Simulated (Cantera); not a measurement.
Feed: 1 mol Pb, 6.3 mol H₂.

Equilibrium computed with Cantera from the NASA thermochemical tables; the gas is ideal and each condensed phase is pure. Candidate condensed phases: Pb; 4 gas species. Equilibrium is a limit: real reactors are often held back by kinetics, nucleation or transport.

Question: What condenses at these points (T in K, P in Pa): (1398, 1000000); (1248, 22000); (1323, 3200); (873, 22000); (1248, 68)?

Answer: 
```csv
T (K),P in Pa,condensed phases,Pb condensed (%)
1398,1000000,Pb,99.5
1248,22000,Pb,96.3
1323,3200,Pb,22.2
873,22000,Pb,100.0
1248,68,gas only,0.0
```
